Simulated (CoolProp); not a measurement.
Saturation properties of hydrogen sulfide (Tc = 373.1 K, pc = 89.99 bar, ω = 0.101).

The numbers come from the reference Helmholtz-energy equation of state, Lemmon 2006 in CoolProp. It is a short technical equation, of lower accuracy than the large ones.

```tsv
T (K)	p (bar)	liquid cp (kJ/(kg K))	vapour Z	liquid viscosity (µPa s)
229.1	2.164	…	0.9607	237
233.2	2.572	…	0.9557	226
237.2	3.025	2.005	0.9504	217
241.2	3.537	2.010	0.9448	208
245.3	4.127	…	0.9386	200
249.3	4.773	2.024	0.9322	193
253.3	5.492	2.033	0.9253	186
257.4	6.311	…	0.9179	179
261.4	7.194	2.054	0.9102	173
265.4	8.167	2.066	0.9022	167
269.4	9.234	2.081	0.8936	161
273.5	10.43	2.097	0.8844	155
277.5	11.71	2.115	0.8750	150
```

Task: What belongs in the gaps?

Result: 
- 229.1, liquid cp (kJ/(kg K)): 1.998
- 233.2, liquid cp (kJ/(kg K)): 2.001
- 245.3, liquid cp (kJ/(kg K)): 2.017
- 257.4, liquid cp (kJ/(kg K)): 2.043

It boils at 212.9 K under 1 atm.

Viscosity comes from a separate model (Quiñones-Cisneros 2012).
